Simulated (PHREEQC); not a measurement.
**Hard or scaling water with buffer: speciation**

Solution A (1.5 mmol/kgw CaSO4, 0.1 mmol/kgw Na2HPO4 and 70 mmol/kgw KCl) is mixed with solution B (0.069 mol/kgw HF, 0.011 mol/kgw KOH and 0.00046 mol/kgw NaCl) at 50 °C; shares are by mass of water, 1 kg in all. Oxygen is held at 0.21 atm. The system is closed to CO2. Solids allowed: Gypsum, Fluorite, Portlandite, Hydroxyapatite, Fluorapatite, Halite, Mirabilite. Others were left out.

The series has 11 steps of share of solution B, from 0 to 1.

The numbers come from PHREEQC with the ion-association model, wateq4f.dat.

**Question.** Which solids form, in which order, and at which step of the series does each first stand?

**Answer.** Hydroxyapatite from the start (pH 6.52), last present at share of solution B = 0; Fluorite from share of solution B = 0.1 (pH 2.76), last present at share of solution B = 0.9.

Complexes and solids missing from the database can't appear. wateq4f.dat counts part of the HF as a dimer, H2F2, which phreeqc.dat doesn't know; its constant is uncertain. H3PO4, which wateq4f.dat lacks, is added to it with the constant of phreeqc.dat. Away from 25 °C the constants follow the database's enthalpies or fits; those with neither stay at their 25 °C values.
